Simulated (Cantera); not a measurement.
A perfectly stirred reactor is fed with NO : N₂ = 1 : 0.84 (molar parts), at 1.40 bar; it is held at 1900 K, and followed from long to short residence time.

Detailed kinetics in Cantera: GRI-Mech 3.0 (53 species, 325 reactions).

Question: What does this change do: NO 1 to 6.8 parts?

Answer: 
```
quantity                 before     after
---------------------  --------  --------
x(NO) at τ = 27.0 s      0.0602    0.0812
x(O) at τ = 27.0 s     0.000125  0.000162
x(O₂) at τ = 27.0 s       0.241     0.404
x(NO₂) at τ = 27.0 s   0.000157  0.000274
x(N₂O) at τ = 27.0 s    1.89e-6   3.06e-6
x(NO) at τ = 0.230 s      0.457     0.693
x(O) at τ = 0.230 s     5.73e-5   8.44e-5
x(O₂) at τ = 0.230 s     0.0429    0.0975
x(NO₂) at τ = 0.230 s  0.000531   0.00119
x(N₂O) at τ = 0.230 s   9.28e-5  0.000209
```
